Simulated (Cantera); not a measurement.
Feed: 1 mol Si, 1.5 mol H2, equilibrated at 548.15 K and 6.70 bar.

Cantera equilibrium calculation (NASA polynomials, part measured and part estimated; ideal gas, pure solids and liquids). Candidate condensed phases: Si; 9 gas species. Kinetics and transport are ignored.

Task: What is the equilibrium state?

Result: 
```json
{
  "x(H2)": "1.00",
  "n(Si(s))": "1.00 mol",
  "gas_amount": "1.500 mol"
}
```
